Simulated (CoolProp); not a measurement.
A Linde-Hampson liquefier for carbon monoxide: isothermal reversible compression at 200 K from 1 atm to 40 MPa, throttling to 1 atm, return gas leaving the recuperator 0 K below the feed. Each further row changes one setting.

Model: reference Helmholtz-energy equation of state, Lemmon 2006, in CoolProp. It is a short technical equation, of lower accuracy than the large ones.

```json
[
 {"case": "as stated", "liquid yield per pass": "0.279", "compression work (kJ/kg of gas)": "335"},
 {"case": "high pressure 80 MPa", "liquid yield per pass": "0.213", "compression work (kJ/kg of gas)": "402"},
 {"case": "warm-end temperature 230 K", "liquid yield per pass": "0.209", "compression work (kJ/kg of gas)": "399"},
 {"case": "warm-end gap 5 K", "liquid yield per pass": "0.268", "compression work (kJ/kg of gas)": "335"}
]
```
